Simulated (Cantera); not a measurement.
An isothermal, constant-pressure homogeneous reactor starts with 18.9 % C₂H₆, 81.1 % N₂, at 1273 K and 13300 Pa.

Model: GRI-Mech 3.0 (53 species, 325 reactions), integrated in Cantera. GRI-Mech 3.0 stops at C3 and has no aromatics, soot or wall deposition, so with more carbon than oxygen in the feed, carbon stays in small species such as C2H2 where larger ones or solid carbon would form.

One state of this run: x C₂H₆ = 0.00475; x C₂H₄ = 0.108; x H₂ = 0.146; x HCN = 5.55e-10; x C₂H₂ = 0.0275; x H = 1.05e-5; x CH₂ = 2.16e-9. x: mole fraction; the columns are a selection and need not sum to one.

Task: Which value of t (s) does it belong to?
A) 0.107
B) 0.612
C) 0.0447
D) 8.36

Result: C, 0.0447
